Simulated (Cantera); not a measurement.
**Equilibrium for carbothermic reduction: Ta₂O₅ + CO + H₂**

Charge: 1 mol Ta₂O₅, 5.8 mol CO, 4.5 mol H₂, equilibrated at 10.0 mbar.

Cantera equilibrium calculation (NASA polynomials, part measured and part estimated; ideal gas, pure solids and liquids). Candidate condensed phases: C, C₆H₆, C₇H₈, C₈H₁₈, H₂O, Ta, TaC, Ta₂O₅; 113 gas species. Mutual solubility and eutectic melting of coexisting phases are not modelled. TaC: taken at fixed stoichiometry. Condensed phases not in the tables: Ta₂C. Equilibrium is a limit: real reactors are often held back by kinetics, nucleation or transport.

```tsv
T (K)	x CO	x H₂	x CO₂	x H₂O	x CH₄	n C(graphite)	n Ta₂O₅(s)	n TaC(s)
800	0.362	0.467	0.129	0.0395	0.00293	1.46	1.00	0
950	0.555	0.437	0.00515	0.00227	0.000321	0.0726	1.00	0
1100	0.563	0.437	0.000281	0.000221	6.81e-5	0	0.999	0.00128
1250	0.563	0.437	0.000274	0.000332	2.33e-6	0	0.999	0.00178
1400	0.563	0.437	0.000269	0.000452	1.66e-7	0	0.999	0.00212
1550	0.563	0.436	0.000265	0.000575	2.00e-8	0	0.999	0.00247
1700	0.562	0.436	0.000262	0.000694	3.54e-9	0	0.999	0.00282
```
x: gas mole fraction; n: condensed amount in mol.

From 800 K to 950 K the condensed part is C(graphite) + Ta₂O₅(s). From 1100 K to 1700 K the condensed part is TaC(s) + Ta₂O₅(s).
